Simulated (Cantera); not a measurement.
**Na2SO4 + H2O + O2 + H2 (calcination and drying)**

Feed: 1 mol Na2SO4, 0.44 mol H2O, 2.1 mol O2, 0.096 mol H2, held at 91.0 Pa.

These are equilibrium values from Cantera (NASA tables, ideal gas, pure condensed phases), not measurements of a reactor. Candidate condensed phases: H2O, H2SO4, Na, NaOH, NaO2, Na2O, Na2O2, Na2S, Na2SO4, S; 27 gas species. The numbers say what is thermodynamically allowed, not how fast it happens.

From 1450 K to 1550 K the condensed part is Na2SO4(l). From 1600 K to 1750 K nothing is condensed. The main Na-bearing gas is Na2SO4 at 1450 K and Na at 1750 K.

| T (K) | log p O2 | log p Na | log p H2O | log p SO2 | log p NaOH | log p Na2SO4 | n Na2SO4(l) |
|---|---|---|---|---|---|---|---|
| 1450 | -3.17 | -4.98 | -3.80 | -4.71 | -4.54 | -4.79 | 0.890 |
| 1500 | -3.21 | -4.43 | -3.91 | -4.34 | -4.26 | -4.47 | 0.717 |
| 1550 | -3.33 | -3.87 | -4.23 | -3.97 | -4.10 | -4.17 | 0.0492 |
| 1600 | -3.36 | -3.70 | -4.32 | -3.87 | -4.16 | -4.72 | 0 |
| 1650 | -3.37 | -3.64 | -4.29 | -3.85 | -4.27 | -5.51 | 0 |
| 1700 | -3.37 | -3.61 | -4.26 | -3.85 | -4.40 | -6.33 | 0 |
| 1750 | -3.37 | -3.60 | -4.23 | -3.85 | -4.52 | -7.12 | 0 |
log p: log10 of the partial pressure in bar; n: condensed amount in mol.
